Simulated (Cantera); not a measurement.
**CH3SiH3 + C2H4 + H2 (silicon carbide growth)**

A closed system holds: 1 mol CH3SiH3, 0.0081 mol C2H4, 3 mol H2, held at 190 Pa.

Equilibrium computed with Cantera from the NASA thermochemical tables; the gas is ideal and each condensed phase is pure. Candidate condensed phases: C, C6H6, C7H8, C8H18, Si, SiC; 87 gas species. The feed counts by its element totals alone. Gases not in the tables: Si2H6 and higher silanes. The numbers say what is thermodynamically allowed, not how fast it happens.

```json
[
 {"T (K)": "2298", "log p H2": "-2.86", "log p H": "-3.45", "log p Si": "-3.88", "log p SiC2": "-4.75", "n C(graphite)": "0.455", "n SiC(s)": "0.336"},
 {"T (K)": "2323", "log p H2": "-2.89", "log p H": "-3.41", "log p Si": "-3.76", "log p SiC2": "-4.58", "n C(graphite)": "0.640", "n SiC(s)": "0.0521"},
 {"T (K)": "2348", "log p H2": "-2.91", "log p H": "-3.36", "log p Si": "-3.74", "log p SiC2": "-4.53", "n C(graphite)": "0.658", "n SiC(s)": "0"},
 {"T (K)": "2373", "log p H2": "-2.93", "log p H": "-3.32", "log p Si": "-3.74", "log p SiC2": "-4.50", "n C(graphite)": "0.638", "n SiC(s)": "0"},
 {"T (K)": "2398", "log p H2": "-2.94", "log p H": "-3.27", "log p Si": "-3.75", "log p SiC2": "-4.46", "n C(graphite)": "0.615", "n SiC(s)": "0"},
 {"T (K)": "2423", "log p H2": "-2.96", "log p H": "-3.23", "log p Si": "-3.75", "log p SiC2": "-4.44", "n C(graphite)": "0.590", "n SiC(s)": "0"},
 {"T (K)": "2448", "log p H2": "-2.99", "log p H": "-3.19", "log p Si": "-3.76", "log p SiC2": "-4.41", "n C(graphite)": "0.563", "n SiC(s)": "0"},
 {"T (K)": "2473", "log p H2": "-3.01", "log p H": "-3.16", "log p Si": "-3.77", "log p SiC2": "-4.39", "n C(graphite)": "0.533", "n SiC(s)": "0"},
 {"T (K)": "2498", "log p H2": "-3.04", "log p H": "-3.12", "log p Si": "-3.78", "log p SiC2": "-4.37", "n C(graphite)": "0.501", "n SiC(s)": "0"},
 {"T (K)": "2523", "log p H2": "-3.06", "log p H": "-3.09", "log p Si": "-3.79", "log p SiC2": "-4.35", "n C(graphite)": "0.467", "n SiC(s)": "0"},
 {"T (K)": "2548", "log p H2": "-3.09", "log p H": "-3.06", "log p Si": "-3.81", "log p SiC2": "-4.33", "n C(graphite)": "0.431", "n SiC(s)": "0"},
 {"T (K)": "2573", "log p H2": "-3.13", "log p H": "-3.03", "log p Si": "-3.82", "log p SiC2": "-4.32", "n C(graphite)": "0.391", "n SiC(s)": "0"},
 {"T (K)": "2598", "log p H2": "-3.16", "log p H": "-3.00", "log p Si": "-3.84", "log p SiC2": "-4.30", "n C(graphite)": "0.347", "n SiC(s)": "0"},
 {"T (K)": "2623", "log p H2": "-3.20", "log p H": "-2.98", "log p Si": "-3.85", "log p SiC2": "-4.29", "n C(graphite)": "0.297", "n SiC(s)": "0"}
]
```
log p: log10 of the partial pressure in bar; n: condensed amount in mol.

From 2298 K to 2323 K the condensed part is C(graphite) + SiC(s). From 2348 K to 2623 K the condensed part is C(graphite). The main Si-bearing gas is Si throughout.
